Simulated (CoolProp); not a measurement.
The fluid at 418.99 K and 0.101 MPa is compressed adiabatically to 0.488 MPa with isentropic efficiency 0.7. The same conditions are run with several fluids, on thermodynamics alone (safety and materials aside).

Values from CoolProp's reference Helmholtz-energy equation of state of each fluid (tetrahydrofuran: Fiedler 2023; dimethyl ether: Wu 2011; isobutane: Bücker 2006).

Q: Rank tetrahydrofuran, dimethyl ether, isobutane by work (kJ/kg), highest first.

A: dimethyl ether (182), isobutane (139), tetrahydrofuran (112)

```json
[
 {"fluid": "tetrahydrofuran", "final temperature (K)": "488.8", "final density (kg/m³)": "9.06"},
 {"fluid": "dimethyl ether", "final temperature (K)": "514.9", "final density (kg/m³)": "5.33"},
 {"fluid": "isobutane", "final temperature (K)": "480.0", "final density (kg/m³)": "7.30"}
]
```
